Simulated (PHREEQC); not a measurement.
Make-up at 59 °C: 0.0078 mol/kgw Na2SO4, 0.0024 mol/kgw FeCl2 and 0.0067 mol/kgw MgCl2. Closed to the air; pH follows from the charge balance.

Equilibrium calculation in PHREEQC: ion-association model, phreeqc.dat.

Precipitation was switched off in this run.

Question: Predict the pH, ionic strength.

Answer: pH 5.85; ionic strength 0.0383 mol/kgw.

Question: In which forms is Na present?

Answer: Na+ 99 %, NaSO4- 1.3 % of the Na.

Away from 25 °C the constants follow the database's enthalpies or fits; those with neither stay at their 25 °C values.
